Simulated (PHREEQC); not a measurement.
1 kg of water holding 79 mmol/kgw KCl and 35 mmol/kgw NaCl is evaporated at 15 °C; the solids stay in contact with the brine. The system is closed to CO2. The run lets Halite, Sylvite precipitate or redissolve, and no other solid.

Computed with PHREEQC (Pitzer model, pitzer.dat).

```csv
water left (kg),ionic strength,water activity,Sylvite (mol),Halite (mol),Na in solution (mol/kgw),Cl in solution (mol/kgw),K in solution (mol/kgw)
1,0.114,0.996,0,0,0.0350,0.114,0.0790
0.5552,0.205,0.993,0,0,0.0630,0.205,0.142
0.3082,0.370,0.988,0,0,0.114,0.370,0.256
0.1711,0.666,0.979,0,0,0.205,0.666,0.462
0.09502,1.20,0.962,0,0,0.368,1.20,0.831
0.05275,2.16,0.931,0,0,0.663,2.16,1.50
0.0293,3.89,0.872,0,0,1.19,3.89,2.70
0.01627,5.27,0.819,0.0283,0,2.15,5.27,3.12
0.00903,6.16,0.774,0.0584,0,3.88,6.16,2.29
0.005012,6.98,0.730,0.0703,0.00874,5.24,6.98,1.74
```

Sylvite from water left = 0.01979 kg; Halite from water left = 0.006093 kg.
